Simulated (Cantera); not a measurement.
A closed system holds: 1 mol FeS, 0.53 mol O₂, 0.91 mol CO₂, held at 1425 K and 680000 Pa.

Method: chemical equilibrium by Gibbs-energy minimisation in Cantera with the NASA 1993 tables (ideal gas, pure condensed phases). Candidate condensed phases: C, Fe, Fe(CO)₅, FeO, FeS, FeSO₄, FeS₂, Fe₂O₃, Fe₂(SO₄)₃, Fe₃O₄, S; 25 gas species. Mutual solubility and eutectic melting of coexisting phases are not modelled. FeS: taken at fixed stoichiometry. Rates play no part.

Base state: CO₂ 0.703, SO₂ 0.243, CO 0.0268, S₂ 0.0222, S₂O 0.00232, COS 0.00182, SO 0.000607 (mole fractions); condensed: FeS(s) + Fe₃O₄(s).

Q: What changes in the equilibrium state with this change: O₂ from 0.53 to 0.14 mol?

A: 
| species | before | after |
|---|---|---|
| CO₂ | 0.703 | 0.854 |
| SO₂ | 0.243 | 0.0886 |
| CO | 0.0268 | 0.0440 |
| S₂ | 0.0222 | 0.00990 |
| S₂O | 0.00232 | 0.000766 |
| SO | 0.000607 | 0.000300 |
| COS | 0.00182 | 0.00200 |
| FeS(s), mol | 0.634 | 0.887 |
| Fe₃O₄(s), mol | 0.122 | 0.0329 |
| FeO(s), mol | 0 | 0.0147 |
Metal and sulfide melt together well below either melting point, which pure phases cannot show. The tables' stoichiometric FeO is somewhat more stable than real wüstite, so its field is too wide. FeO, FeS: taken at fixed stoichiometry.
